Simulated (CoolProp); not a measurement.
Vapour-liquid equilibrium of CH2F2 (R32) (1) + R1234yf (2) at 0.282 MPa; x and y are mole fractions of (1).

Values from CoolProp's multi-fluid Helmholtz-energy mixture model, Tillner-Roth 1997 and Lemmon 2022; pair parameters Bell 2023.

| x | bubble temperature (K) | y at the bubble point | dew temperature at overall composition x (K) | liquid density (mol/L) |
|---|---|---|---|---|
| 0.05 | 266.3 | 0.151 | 268.7 | 10.75 |
| 0.15 | 260.5 | 0.374 | 266.3 | 11.45 |
| 0.25 | 256.1 | 0.522 | 263.8 | 12.21 |
| 0.35 | 252.8 | 0.624 | 261.2 | 13.02 |
| 0.45 | 250.4 | … | 258.3 | 13.93 |
| 0.55 | 248.5 | 0.756 | 255.2 | 14.95 |
| 0.65 | 247.1 | 0.805 | 252.0 | 16.12 |
| 0.75 | 245.9 | 0.852 | 248.7 | 17.48 |
| 0.85 | 245.0 | 0.903 | 246.0 | … |
| 0.95 | 244.2 | … | 244.3 | 20.99 |

Task: What belongs in the gaps?

Result: 
- 0.45, y at the bubble point: 0.698
- 0.85, liquid density (mol/L): 19.08
- 0.95, y at the bubble point: 0.963

No azeotrope shows between x = 0.05 and 0.95.

Pair parameters are fitted to limited data, so mixtures are less certain than the pure fluids.
